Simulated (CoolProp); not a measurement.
Values from CoolProp's reference Helmholtz-energy equation of state, Gao 2020.

Problem. For ammonia, give the phase and the cp (kJ/(kg K)), Joule-Thomson coefficient (K/MPa), conductivity (mW/(m K)), Prandtl number at 394.55 °C and 160 kPa.

Solution. 
- 394.55 °C and 160 kPa: gas; cp 2.77, Joule-Thomson coefficient 2.53, conductivity 76.2, Prandtl number 0.880

Viscosity comes from a separate model (Fenghour 1995). Thermal conductivity comes from a separate model (Tufeu 1984).
